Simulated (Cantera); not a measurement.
A Cantera script and its output.

```python
import numpy as np
import cantera as ct

gas = ct.Solution("h2o2.yaml")
gas.TPX = 375, 24000, {'H2': 1, 'O2': 0.217, 'N2': 0.817}
flame = ct.FreeFlame(gas, width=0.11)
flame.set_refine_criteria(ratio=3, slope=0.08, curve=0.16)
flame.transport_model = "unity-Lewis-number"
flame.solve(loglevel=0, auto=True)
z, T = flame.grid, flame.T
thick = (T[-1] - T[0]) / np.gradient(T, z).max()
show = ['H2', 'O2', 'O', 'H2O', 'HO2', 'H']
print(f"laminar burning velocity  {flame.velocity[0] * 100:.3f} cm/s")
print(f"burnt temperature         {T[-1]:.1f} K")
print(f"thermal thickness         {thick * 1e3:.4f} mm")
print(f"grid points               {len(z)}")
z0 = z[flame.heat_release_rate.argmax()]
print(f"{'z/mm':>9s}{'T/K':>9s}{'u/(m/s)':>9s}" + "".join(f"{s:>11s}" for s in show))
rows = []
for k in (-3, -2, -1.5, -1, -0.5, -0.25, 0, 0.25, 0.5, 1, 2, 4, 8):
    zz = z0 + k * thick
    rows.append([k * thick, np.interp(zz, z, T), np.interp(zz, z, flame.velocity),
                 *(np.interp(zz, z, flame.X[gas.species_index(s)]) for s in show)])
    print(f"{rows[-1][0] * 1e3:9.3f}{rows[-1][1]:9.1f}{rows[-1][2]:9.3f}" + "".join(f"{x:11.3e}" for x in rows[-1][3:]))
```

It prints:

```
laminar burning velocity  203.149 cm/s
burnt temperature         2004.7 K
thermal thickness         2.2606 mm
grid points               126
     z/mm      T/K  u/(m/s)         H2         O2          O        H2O        HO2          H
   -6.782    375.0    2.031  4.916e-01  1.067e-01  4.426e-12  2.451e-08  4.702e-10  2.494e-14
   -4.521    375.0    2.032  4.916e-01  1.067e-01  1.089e-10  4.564e-07  8.704e-09  6.161e-13
   -3.391    375.0    2.032  4.916e-01  1.067e-01  1.497e-09  4.996e-06  9.470e-08  8.783e-12
   -2.261    375.7    2.035  4.916e-01  1.066e-01  3.286e-08  8.875e-05  1.676e-06  3.477e-10
   -1.130    419.1    2.264  4.875e-01  1.042e-01  5.358e-06  5.389e-03  8.642e-05  2.278e-05
   -0.565    676.7    3.599  4.561e-01  8.742e-02  1.451e-04  4.197e-02  5.874e-05  5.047e-03
    0.000   1064.9    5.538  3.530e-01  4.291e-02  1.469e-03  1.342e-01  1.560e-05  4.925e-02
    0.565   1299.5    6.666  2.653e-01  7.906e-03  1.356e-03  2.067e-01  2.436e-06  9.309e-02
    1.130   1406.2    7.159  2.530e-01  1.074e-03  6.980e-04  2.224e-01  2.983e-07  9.369e-02
    2.261   1516.1    7.653  2.612e-01  2.280e-04  5.358e-04  2.260e-01  5.966e-08  7.893e-02
    4.521   1629.3    8.149  2.724e-01  1.553e-04  4.082e-04  2.282e-01  3.910e-08  6.161e-02
    9.042   1735.8    8.606  2.829e-01  9.606e-05  2.631e-04  2.306e-01  2.477e-08  4.520e-02
   18.085   1826.9    8.990  2.919e-01  5.033e-05  1.424e-04  2.329e-01  1.423e-08  3.111e-02
```

Computed with Cantera and the H2/O2 subset of GRI-Mech 3.0, which has no nitrogen chemistry. Unity Lewis numbers drop preferential diffusion, which matters most where H2 and H carry the flame. Burning velocities carry a grid error of a few per cent, more on coarse grids.
